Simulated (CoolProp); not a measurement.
The fluid at 494.49 K and 0.0547 MPa is throttled through a valve to 0.00424 MPa with no heat exchange. The same conditions are run with several fluids, on thermodynamics alone (safety and materials aside).

Values from CoolProp's reference Helmholtz-energy equation of state of each fluid (propylene glycol: Eisenbach 2021; ethylbenzene: Zhou 2012; R507A: Lemmon 2003; hydrogen chloride: Thol 2018; chloromethane (R40): Thol 2014). Blends and air are pseudo-pure fits.

### Question
Rank propylene glycol, ethylbenzene, R507A, hydrogen chloride, chloromethane (R40) by temperature change (K), highest first.

### Answer
R507A (-0.2), hydrogen chloride (-0.3), chloromethane (R40) (-0.4), propylene glycol (-0.6), ethylbenzene (-0.8)

```csv
fluid,final density (kg/m³)
propylene glycol,0.0786
ethylbenzene,0.110
R507A,0.102
hydrogen chloride,0.0376
chloromethane (R40),0.0521
```
